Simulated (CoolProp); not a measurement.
A single-stage vapour-compression cycle with the fluid: evaporating at 197.15 K (dew point), condensing at 248.15 K (bubble point), superheat 5 K, subcooling 0 K, compressor efficiency 0.75, no pressure losses. The same conditions are run with several fluids, on thermodynamics alone (safety and materials aside).

The numbers come from the reference Helmholtz-energy equation of state of each fluid (C2F6 (R116): Lemmon 2006; fluoroethane (R161): Wu 2012; ethane: Bücker 2006; hydrogen chloride: Thol 2018; R115: Lemmon 2016; R13: Platzer 1990) in CoolProp. The equations of Platzer and Polt are older, rougher fits.

### Question
Rank C2F6 (R116), fluoroethane (R161), ethane, hydrogen chloride, R115, R13 by cooling COP, highest first.

### Answer
fluoroethane (R161) (2.35), R115 (2.27), ethane (2.20), R13 (2.17), hydrogen chloride (2.14), C2F6 (R116) (1.97)

```json
[
 {"fluid": "C2F6 (R116)", "pressure ratio": "7.92", "discharge temperature (K)": "263.8", "refrigerating effect (kJ/kg)": "66.6", "volumetric capacity (kJ/m³)": "648"},
 {"fluid": "fluoroethane (R161)", "pressure ratio": "15.1", "discharge temperature (K)": "339.7", "refrigerating effect (kJ/kg)": "369", "volumetric capacity (kJ/m³)": "123"},
 {"fluid": "ethane", "pressure ratio": "6.47", "discharge temperature (K)": "309.3", "refrigerating effect (kJ/kg)": "342", "volumetric capacity (kJ/m³)": "1230"},
 {"fluid": "hydrogen chloride", "pressure ratio": "7.70", "discharge temperature (K)": "409.2", "refrigerating effect (kJ/kg)": "350", "volumetric capacity (kJ/m³)": "1300"},
 {"fluid": "R115", "pressure ratio": "13.5", "discharge temperature (K)": "271.5", "refrigerating effect (kJ/kg)": "94.3", "volumetric capacity (kJ/m³)": "119"},
 {"fluid": "R13", "pressure ratio": "7.33", "discharge temperature (K)": "292.2", "refrigerating effect (kJ/kg)": "100", "volumetric capacity (kJ/m³)": "875"}
]
```
